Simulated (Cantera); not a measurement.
Charge: 1 mol B2H6, 0.85 mol H2O, 0.26 mol O2, at 1300 °C and 75.0 Torr.

Method: chemical equilibrium by Gibbs-energy minimisation in Cantera with the NASA 1993 tables (ideal gas, pure condensed phases). The feed counts by its element totals alone. Mutual solubility and eutectic melting of coexisting phases are not modelled. The tables' values for BH2 are old estimates; treat these amounts as uncertain. The numbers say what is thermodynamically allowed, not how fast it happens.

```json
[
 {"species": "H2", "before": "0.969", "after": "0.998"},
 {"species": "B3O3H3", "before": "0.00205", "after": "0.00207"},
 {"species": "HBO", "before": "0.0237", "after": "2.72e-5"},
 {"species": "B2O2", "before": "0.00356", "after": "2.48e-8"},
 {"species": "B2O3", "before": "0.000900", "after": "2.38e-9"},
 {"species": "BO", "before": "7.28e-5", "after": "<1e-9"},
 {"species": "HBO2", "before": "0.000694", "after": "1.87e-7"},
 {"species": "H", "before": "0.000127", "after": "7.84e-8"},
 {"species": "BH2", "before": "1.97e-5", "after": "3.27e-8"},
 {"species": "H2O", "before": "2.39e-5", "after": "1.22e-7"},
 {"species": "B(s), mol", "before": "1.04", "after": "1.08"},
 {"species": "B2O3(l), mol", "before": "0.403", "after": "0.449"}
]
```
Gas species are given as mole fractions.

Which change was made?
(A) H2O from 0.85 to 5.7 mol
(B) temperature from 1300 °C to 2125 °C
(C) pressure from 75.0 Torr to 315 Torr
(D) temperature from 1300 °C to 825 °C

D, temperature from 1300 °C to 825 °C
